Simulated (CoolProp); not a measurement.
The numbers come from the reference Helmholtz-energy equation of state, Jacobsen 1992 in CoolProp.

For R11, give the phase and the density (kg/m³), speed of sound (m/s), viscosity (µPa s) at 213.15 °C and 36.7 bar; 213.15 °C and 257 bar.


- 213.15 °C and 36.7 bar: gas; density 186, speed of sound 131, viscosity 19.5
- 213.15 °C and 257 bar: supercritical; density 1130, speed of sound 452, viscosity 159

Viscosity comes from a separate model (Klein 1997), an estimate that may be off by 10 % or more.
